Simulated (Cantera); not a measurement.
A perfectly stirred reactor is fed with N₂O : N₂ = 1 : 0.56 (molar parts), at 1.01 bar; it is held at 1200 K, and followed from long to short residence time.

Model: GRI-Mech 3.0 (53 species, 325 reactions), integrated in Cantera. GRI-Mech 3.0 was tuned for natural gas; its chemistry of N2O as a main component is partial and can be far from experiment. The mechanism lacks the step 2 NO + O2 → 2 NO2, which can matter for NO2 below about 1400 K. The temperature is held fixed by assumption; the heat of reaction is taken as removed at once.

x: mole fraction; the columns are a selection and need not sum to one.

```tsv
τ (s)	x N₂O	x O	x O₂	x NO₂	x NO	x N₂
4.6	0.171	9.23e-7	0.165	(withheld)	0.0257	0.638
1.0	0.379	1.35e-6	0.0901	(withheld)	0.0181	0.513
0.23	0.547	1.61e-6	0.0321	(withheld)	0.00716	0.414
0.052	0.616	1.70e-6	0.00838	(withheld)	0.00193	0.373
0.012	0.635	1.72e-6	0.00200	(withheld)	0.000466	0.362
0.0026	0.640	1.72e-6	0.000437	(withheld)	0.000102	0.360
0.00059	0.641	1.70e-6	9.81e-5	(withheld)	2.30e-5	0.359
0.00013	0.641	1.61e-6	2.05e-5	4.97e-10	4.81e-6	0.359
```

Question: Some entries are withheld; supply them.

Answer: 
- 4.6, x NO₂: 0.000293
- 1.0, x NO₂: 0.000203
- 0.23, x NO₂: 7.64e-5
- 0.052, x NO₂: 1.74e-5
- 0.012, x NO₂: 2.51e-6
- 0.0026, x NO₂: 1.90e-7
- 0.00059, x NO₂: 1.10e-8
